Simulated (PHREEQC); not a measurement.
A solution holds 0.0023 mol/kgw KHSO4, 0.00097 mol/kgw NaAlO2 and 0.0008 mol/kgw CaCl2, at 25 °C. Closed to the air; pH follows from the charge balance.

Computed with PHREEQC (ion-association model, phreeqc.dat).

Each row changes one thing in this solution. No solid was allowed to form.

```
case                                          pH  ionic strength (mol/kgw)  Ca+2 (mol/kgw)  Al(OH)2+ (mol/kgw)  AlOH+2 (mol/kgw)  Al(OH)4- (mol/kgw)  SI of Al(OH)3(a) (Al(OH)3)  SI of Halite (NaCl)
------------------------------------  ----------  ------------------------  --------------  ------------------  ----------------  ------------------  --------------------------  -------------------
as made                                     5.74                   0.00880        0.000684            0.000553          0.000172             4.55e-5                       +1.75                -7.47
diluted 100-fold with water                 5.67                   9.63e-5         7.97e-6             6.56e-6           1.84e-6          (withheld)                       -0.21               -11.39
0.00023 mol/kgw H2SO4 added                 5.52                   0.00925        0.000681            0.000406          0.000209             1.23e-5                       +1.39                -7.47
KHSO4 left out                        (withheld)                   0.00337        0.000800             7.37e-8          5.21e-11            0.000968                       +0.49                -7.43
KHSO4 from 0.0023 to 0.00345 mol/kgw  (withheld)                    0.0112        0.000662            0.000133          0.000162          (withheld)                       +0.55                -7.48
0.0012 mol/kgw NH4F added                   6.59                   0.00912        0.000681             7.57e-5        (withheld)            0.000326                       +1.74                -7.47
diluted 10-fold with water                  5.59                  0.000954         7.77e-5             5.96e-5           2.18e-5             2.47e-6                       +0.66                -9.41
```

Task: Fill in the missing entries.

Result: 
- diluted 100-fold with water, Al(OH)4- (mol/kgw): 4.06e-7
- KHSO4 left out, pH: 8.34
- KHSO4 from 0.0023 to 0.00345 mol/kgw, pH: 5.16
- KHSO4 from 0.0023 to 0.00345 mol/kgw, Al(OH)4- (mol/kgw): 7.66e-7
- 0.0012 mol/kgw NH4F added, AlOH+2 (mol/kgw): 3.28e-6

Some of these states are supersaturated (in Al(OH)3(a), Gibbsite (slow to form), for instance). Fluoro complexes past AlF4- and FeF3 are missing from the database.
